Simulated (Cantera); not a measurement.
Input: 1 mol MgCO₃, 1.9 mol H₂O, 9 mol H₂, held at 105 Torr.

Cantera equilibrium calculation (NASA polynomials, part measured and part estimated; ideal gas, pure solids and liquids). Candidate condensed phases: C, C₆H₆, C₇H₈, C₈H₁₈, H₂O, Mg, MgCO₃, MgO, Mg(OH)₂; 116 gas species. Kinetics and transport are ignored. All values below are at 1575 K.

Base state: H₂ 0.681, H₂O 0.235, CO 0.0751, CO₂ 0.00892, H 9.17e-5 (mole fractions); condensed: MgO(s).

### Question
What changes in the equilibrium state with this change: H₂O from 1.9 to 0.19 mol?

### Answer
```json
[
 {"species": "H₂", "before": "0.681", "after": "0.790"},
 {"species": "H₂O", "before": "0.235", "after": "0.112"},
 {"species": "CO", "before": "0.0751", "after": "0.0935"},
 {"species": "CO₂", "before": "0.00892", "after": "0.00458"},
 {"species": "H", "before": "9.17e-5", "after": "9.87e-5"},
 {"species": "MgO(s), mol", "before": "1.000", "after": "1.000"}
]
```
